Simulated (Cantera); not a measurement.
What does this Cantera script print?

```python
import numpy as np
import cantera as ct

gas = ct.Solution("gri30.yaml")
gas.TPX = 1500, 29000, {'CH4': 1, 'CO': 0.37, 'O2': 5.33, 'N2': 25}
reactor = ct.IdealGasConstPressureReactor(gas, energy="on", clone=False)
net = ct.ReactorNet([reactor])
net.rtol, net.atol = 1e-08, 1e-16
show = ['CH4', 'CO', 'O2', 'OH', 'C2H', 'C2H6', 'NO']
times = np.geomspace(2e-06, 5, 11)

steps = ct.SolutionArray(gas, extra=["t"])
rows = []
print(f"{'t/s':>10s}{'T/K':>9s}{'P/Pa':>11s}" + "".join(f"{s:>11s}" for s in show))
for t in times:
    while net.time < t:
        t_next = net.step()
        steps.append(gas.state, t=t_next)
    rows.append([np.interp(t, steps.t, y) for y in (steps.T, steps.P, *steps(*show).X.T)])
    print(f"{t:10.3e}{rows[-1][0]:9.1f}{rows[-1][1]:11.4g}" + "".join(f"{x:11.3e}" for x in rows[-1][2:]))
rate = np.gradient(steps.T, steps.t)
print("integrator steps:", len(steps.t))
if steps.T.max() > steps.T[0] + 200:
    print(f"time of steepest temperature rise: {steps.t[rate.argmax()]:.4e} s")
gas.TPX = 1500, 29000, {'CH4': 1, 'CO': 0.37, 'O2': 5.33, 'N2': 25}
gas.equilibrate("HP")
print(f"equilibrium (HP): T = {gas.T:.1f} K  " + "  ".join(f"{s} {gas[s].X[0]:.3e}" for s in show))
```

Output:

```
       t/s      T/K       P/Pa        CH4         CO         O2         OH        C2H       C2H6         NO
 2.000e-06   1500.0    2.9e+04  3.155e-02  1.167e-02  1.681e-01  1.459e-09  1.082e-29  6.541e-16  7.307e-18
 8.726e-06   1500.0    2.9e+04  3.155e-02  1.167e-02  1.681e-01  1.018e-08  2.103e-27  8.115e-14  1.687e-16
 3.807e-05   1500.0    2.9e+04  3.155e-02  1.167e-02  1.681e-01  1.981e-08  1.124e-24  1.215e-11  1.655e-15
 1.661e-04   1500.0    2.9e+04  3.154e-02  1.167e-02  1.681e-01  4.652e-08  1.812e-21  1.572e-09  1.149e-14
 7.248e-04   1500.0    2.9e+04  3.150e-02  1.167e-02  1.681e-01  2.688e-07  1.097e-17  3.754e-07  1.581e-13
 3.162e-03   1940.7    2.9e+04  1.655e-19  1.058e-02  9.625e-02  9.636e-03  1.796e-26  1.080e-35  9.666e-06
 1.380e-02   2205.3    2.9e+04  2.167e-21  1.972e-03  9.830e-02  5.018e-03  1.250e-27  4.078e-40  3.008e-04
 6.020e-02   2211.7    2.9e+04  1.723e-21  1.624e-03  9.802e-02  4.583e-03  7.506e-28  1.898e-40  1.091e-03
 2.627e-01   2206.5    2.9e+04  1.602e-21  1.580e-03  9.668e-02  4.476e-03  6.383e-28  1.664e-40  3.847e-03
 1.146e+00   2198.8    2.9e+04  1.433e-21  1.516e-03  9.469e-02  4.319e-03  4.980e-28  1.358e-40  7.947e-03
 5.000e+00   2197.8    2.9e+04  1.413e-21  1.508e-03  9.444e-02  4.300e-03  4.829e-28  1.324e-40  8.450e-03
integrator steps: 1864
time of steepest temperature rise: 2.7945e-03 s
equilibrium (HP): T = 2197.8 K  CH4 2.231e-21  CO 1.508e-03  O2 9.444e-02  OH 4.300e-03  C2H 5.322e-28  C2H6 2.555e-40  NO 8.450e-03
```

Model: GRI-Mech 3.0 (53 species, 325 reactions), integrated in Cantera.
